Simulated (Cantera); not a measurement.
A closed system holds: 1 mol Si, 4.5 mol HCl, 4.4 mol H2, held at 1523 K and 10000 Pa.

Cantera equilibrium calculation (NASA polynomials, part measured and part estimated; ideal gas, pure solids and liquids). Candidate condensed phases: Si; 19 gas species. The tables' values for SiCl3 are old estimates; treat these amounts as uncertain. The numbers say what is thermodynamically allowed, not how fast it happens.

Question: What is the equilibrium state?

Answer: 
```
Item                                  Value
--------------------------------  ---------
x(H2)                                 0.640
x(HCl)                                0.245
x(SiCl2)                             0.0834
x(SiCl3)                             0.0174
x(SiCl4)                             0.0108
x(SiHCl3)                           0.00318
x(SiH2Cl2)                         0.000150
x(H)                                5.85e-5
x(Cl)                               1.80e-5
gas amount                        8.701 mol
log10 activity of Si(s) (absent)      -0.57
```
